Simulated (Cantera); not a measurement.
A closed system holds: 1 mol Fe(CO)5, 0.88 mol CO, 2.3 mol H2, held at 1198 K.

Cantera equilibrium calculation (NASA polynomials, part measured and part estimated; ideal gas, pure solids and liquids). Candidate condensed phases: C, C6H6, C7H8, C8H18, Fe, Fe(CO)5, FeO, Fe(OH)2, Fe(OH)3, Fe2O3, Fe3O4, H2O; 114 gas species. Condensed phases not in the tables: cementite and carbon dissolved in iron. Kinetics and transport are ignored.

x: gas mole fraction; n: condensed amount in mol.

```json
[
 {"P (Pa)": "10", "x CO": "0.719", "x H2": "0.281", "x CO2": "1.00e-6", "x H2O": "5.37e-7", "x CH4": "1.27e-7", "n Fe(γ)": "1.000", "n C(graphite)": "0"},
 {"P (Pa)": "42", "x CO": "0.719", "x H2": "0.281", "x CO2": "4.22e-6", "x H2O": "2.25e-6", "x CH4": "5.33e-7", "n Fe(γ)": "1.000", "n C(graphite)": "0"},
 {"P (Pa)": "180", "x CO": "0.719", "x H2": "0.281", "x CO2": "1.81e-5", "x H2O": "9.66e-6", "x CH4": "2.28e-6", "n Fe(γ)": "1.00", "n C(graphite)": "0"},
 {"P (Pa)": "750", "x CO": "0.719", "x H2": "0.281", "x CO2": "7.53e-5", "x H2O": "4.02e-5", "x CH4": "9.51e-6", "n Fe(γ)": "1.00", "n C(graphite)": "0.000867"},
 {"P (Pa)": "3200", "x CO": "0.718", "x H2": "0.281", "x CO2": "…", "x H2O": "…", "x CH4": "…", "n Fe(γ)": "1.00", "n C(graphite)": "…"},
 {"P (Pa)": "13000", "x CO": "0.717", "x H2": "0.281", "x CO2": "…", "x H2O": "…", "x CH4": "…", "n Fe(γ)": "1.00", "n C(graphite)": "…"},
 {"P (Pa)": "56000", "x CO": "0.711", "x H2": "0.279", "x CO2": "0.00551", "x H2O": "0.00295", "x CH4": "0.000701", "n Fe(γ)": "1.00", "n C(graphite)": "0.0629"},
 {"P (Pa)": "240000", "x CO": "0.689", "x H2": "0.274", "x CO2": "0.0222", "x H2O": "0.0120", "x CH4": "0.00289", "n Fe(γ)": "1.00", "n C(graphite)": "0.247"},
 {"P (Pa)": "1000000", "x CO": "0.619", "x H2": "0.254", "x CO2": "0.0745", "x H2O": "0.0418", "x CH4": "0.0104", "n Fe(γ)": "1.00", "n C(graphite)": "0.769"}
]
```

Q: Some entries are withheld; supply them.

A: 
- 3200, x CO2: 0.000321
- 3200, x H2O: 0.000172
- 3200, x CH4: 4.05e-5
- 3200, n C(graphite): 0.00370
- 13000, x CO2: 0.00130
- 13000, x H2O: 0.000695
- 13000, x CH4: 0.000164
- 13000, n C(graphite): 0.0149
